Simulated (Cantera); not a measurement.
# C2H6 + O2 + N2 + CO2 (carbon deposition, reforming and gasification)

Charge: 1 mol C2H6, 0.033 mol O2, 0.22 mol N2, 0.25 mol CO2, at 1677 °C and 1.00 bar.

Cantera equilibrium calculation (NASA polynomials, part measured and part estimated; ideal gas, pure solids and liquids). Candidate condensed phases: C, C6H6, C7H8, C8H18, H2O; 136 gas species. Rates play no part.

```yaml
x(H2): 0.789
x(CO): 0.149
x(N2): 0.0568
x(HCN): 0.00255
x(H): 0.00102
x(C2H2 (acetylene)): 0.000431
x(CH4): 0.000303
x(HNC): 0.000132
x(H2O): 1.70e-5
n(C(graphite)): 1.67 mol
gas_amount: 3.787 mol
```
